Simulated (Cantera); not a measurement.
A Cantera script and its output.

```python
import numpy as np
import cantera as ct

gas = ct.Solution("gri30.yaml")
gas.TPX = 1575, 101325, {'CH4': 1, 'H2': 0.94, 'O2': 1.54, 'N2': 5.8, 'H2O': 0.015}
reactor = ct.IdealGasConstPressureReactor(gas, energy="on", clone=False)
net = ct.ReactorNet([reactor])
net.rtol, net.atol = 1e-08, 1e-16
show = ['CH4', 'H2', 'O2', 'CH2', 'H', 'NO2', 'HCO']
times = np.geomspace(1e-06, 0.1, 11)

steps = ct.SolutionArray(gas, extra=["t"])
rows = []
print(f"{'t/s':>10s}{'T/K':>9s}{'P/Pa':>11s}" + "".join(f"{s:>11s}" for s in show))
for t in times:
    while net.time < t:
        t_next = net.step()
        steps.append(gas.state, t=t_next)
    rows.append([np.interp(t, steps.t, y) for y in (steps.T, steps.P, *steps(*show).X.T)])
    print(f"{t:10.3e}{rows[-1][0]:9.1f}{rows[-1][1]:11.4g}" + "".join(f"{x:11.3e}" for x in rows[-1][2:]))
rate = np.gradient(steps.T, steps.t)
print("integrator steps:", len(steps.t))
if steps.T.max() > steps.T[0] + 200:
    print(f"time of steepest temperature rise: {steps.t[rate.argmax()]:.4e} s")
gas.TPX = 1575, 101325, {'CH4': 1, 'H2': 0.94, 'O2': 1.54, 'N2': 5.8, 'H2O': 0.015}
gas.equilibrate("HP")
print(f"equilibrium (HP): T = {gas.T:.1f} K  " + "  ".join(f"{s} {gas[s].X[0]:.3e}" for s in show))
```

Output:

```
       t/s      T/K       P/Pa        CH4         H2         O2        CH2          H        NO2        HCO
 1.000e-06   1575.0  1.013e+05  1.076e-01  1.011e-01  1.657e-01  1.707e-13  1.666e-07  8.409e-22  3.548e-14
 3.162e-06   1575.0  1.013e+05  1.076e-01  1.011e-01  1.657e-01  2.029e-12  3.243e-07  8.131e-20  6.802e-13
 1.000e-05   1575.0  1.013e+05  1.076e-01  1.011e-01  1.657e-01  4.274e-11  1.107e-06  6.742e-18  1.916e-11
 3.162e-05   1575.2  1.013e+05  1.073e-01  1.010e-01  1.655e-01  9.019e-09  1.498e-05  1.171e-15  5.958e-09
 1.000e-04   1788.9  1.013e+05  7.039e-02  1.025e-01  1.326e-01  1.441e-05  8.075e-04  5.654e-11  4.106e-05
 3.162e-04   2728.2  1.013e+05  3.987e-13  1.036e-01  1.184e-03  7.118e-13  2.533e-02  1.594e-08  1.947e-07
 1.000e-03   2754.3  1.013e+05  6.440e-13  1.044e-01  9.450e-04  9.650e-13  2.248e-02  4.426e-08  1.852e-07
 3.162e-03   2751.0  1.013e+05  6.674e-13  1.050e-01  9.050e-04  9.695e-13  2.226e-02  8.159e-08  1.844e-07
 1.000e-02   2750.3  1.013e+05  6.717e-13  1.051e-01  8.974e-04  9.699e-13  2.223e-02  8.908e-08  1.842e-07
 3.162e-02   2750.3  1.013e+05  6.717e-13  1.051e-01  8.974e-04  9.699e-13  2.222e-02  8.910e-08  1.842e-07
 1.000e-01   2750.3  1.013e+05  6.717e-13  1.051e-01  8.974e-04  9.699e-13  2.222e-02  8.910e-08  1.842e-07
integrator steps: 1661
time of steepest temperature rise: 1.1487e-04 s
equilibrium (HP): T = 2750.3 K  CH4 7.831e-13  H2 1.051e-01  O2 8.974e-04  CH2 1.021e-12  H 2.222e-02  NO2 8.910e-08  HCO 1.842e-07
```

Computed with Cantera and GRI-Mech 3.0 (53 species, 325 reactions).
